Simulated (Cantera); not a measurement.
# CuO + H2 (hydrogen reduction and annealing atmospheres)

Feed: 1 mol CuO, a varied amount of H2, held at 1125 °C and 0.810 bar.

Cantera equilibrium calculation (NASA polynomials, part measured and part estimated; ideal gas, pure solids and liquids). Candidate condensed phases: Cu, CuO, Cu(OH)2, Cu2O, H2O; 12 gas species. Mutual solubility and eutectic melting of coexisting phases are not modelled. Equilibrium is a limit: real reactors are often held back by kinetics, nucleation or transport.

```tsv
n(H2) (mol)	log p H2O	log p H2	log p O2	log p OH	n Cu2O(s)	n Cu(l)
0.32	-0.20	-6.18	-0.75	-4.14	0.500	0
0.73	-0.09	-3.96	-4.97	-5.14	0.270	0.460
1.7	-0.32	-0.48	<-12	-7.11	0	1.000
3.7	-0.66	-0.23	<-12	-7.57	0	1.000
8.4	-1.02	-0.15	<-12	-7.97	0	1.000
19	-1.37	-0.11	<-12	-8.34	0	1.000
43	-1.72	-0.10	<-12	-8.70	0	1.000
97	-2.08	-0.10	<-12	-9.06	0	1.000
220	-2.43	-0.09	<-12	-9.42	0	1.000
```
log p: log10 of the partial pressure in bar; n: condensed amount in mol.

At 0.32 mol H2 the condensed part is Cu2O(s). At 0.73 mol H2 the condensed part is Cu(l) + Cu2O(s). From 1.7 mol H2 to 220 mol H2 the condensed part is Cu(l). The main Cu-bearing gas is Cu throughout.
